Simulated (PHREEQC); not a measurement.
A solution holds 110 mmol/kgw H2SO4, 0.23 mmol/kgw NaCl and 0.88 mmol/kgw CuCl2, at 25 °C. Closed to the air; pH follows from the charge balance.

All values are PHREEQC results (ion-association model, phreeqc.dat), not measurements.

### Question
The ionic strength comes out as 0.153 mol/kgw. What activity coefficients do NaSO4-, CuCl+, HSO4-, Cu+2, SO4-2 get?

### Answer
NaSO4- 0.76, CuCl+ 0.74, HSO4- 0.76, Cu+2 0.35, SO4-2 0.32.

This is a speciation only: nothing precipitates in the calculation. Complexes and solids missing from the database can't appear.
